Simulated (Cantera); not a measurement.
A freely propagating, adiabatic, planar premixed flame of 35.0 % H₂, 13.5 % O₂, 41.7 % N₂, 9.81 % H₂O, unburnt at 525 K and 750 Torr; mixture-averaged transport, grid criteria slope 0.08 and curve 0.16, no radiation.

Model: the H2/O2 subset of GRI-Mech 3.0, which has no nitrogen chemistry, integrated in Cantera. Burning velocities carry a grid error of a few per cent, more on coarse grids.

x: mole fraction of selected species; z is measured from the peak of heat release.

```
z (mm)   T (K)  u (m/s)    x H₂     x O₂   x H₂O   x H₂O₂      x OH     x HO₂
-------  -----  -------  ------  -------  ------  -------  --------  --------
-1.15      525     6.76   0.350    0.135  0.0981    <1e-8     <1e-8     <1e-8
-0.770     525     6.76   0.350    0.135  0.0981    <1e-8     <1e-8     <1e-8
-0.577     525     6.76   0.350    0.135  0.0981    <1e-8     <1e-8     <1e-8
-0.385     525     6.76   0.350    0.135  0.0981    <1e-8     <1e-8   1.17e-7
-0.192     533     6.84   0.347    0.135  0.0988        ?         ?         ?
-0.0962    728     9.10   0.318    0.132   0.116  3.64e-5  0.000877  0.000414
0         1180     14.3   0.228    0.100   0.194  8.93e-6   0.00260  0.000144
0.0962    1508     18.0   0.132   0.0437   0.300  3.59e-6   0.00811   5.01e-5
0.192     1668     19.7  0.0992   0.0196   0.343  2.27e-6    0.0121   2.05e-5
0.385     1822     21.3  0.0937   0.0116   0.361  1.23e-6    0.0146   1.07e-5
0.770     1973     22.8  0.0947  0.00843   0.373  6.49e-7    0.0152   6.85e-6
1.54      2113     24.2  0.0943  0.00555   0.385  3.70e-7    0.0143   4.09e-6
3.08      2230     25.3  0.0931  0.00320   0.398  2.28e-7    0.0120   2.23e-6
```

**Question.** Complete the blanks.

**Answer.** 
- -0.192, x H₂O₂: 2.21e-6
- -0.192, x OH: 8.04e-6
- -0.192, x HO₂: 0.000135
